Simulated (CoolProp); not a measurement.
Model: reference Helmholtz-energy equation of state, Lemmon 2006, in CoolProp. It is a short technical equation, of lower accuracy than the large ones.

**Question.** Give the vapour pressure (bar), enthalpy of vaporisation (kJ/kg), vapour viscosity (µPa s) of saturated R142b at 375.8, 393.8 K.

**Answer.** 
```json
[
 {"T (K)": "375.8", "p (bar)": "21.8", "enthalpy of vaporisation (kJ/kg)": "128", "vapour viscosity (µPa s)": "14.7"},
 {"T (K)": "393.8", "p (bar)": "30.4", "enthalpy of vaporisation (kJ/kg)": "95.9", "vapour viscosity (µPa s)": "17.5"}
]
```

Viscosity comes from a separate model (Huber 2003), an estimate that may be off by 10 % or more.
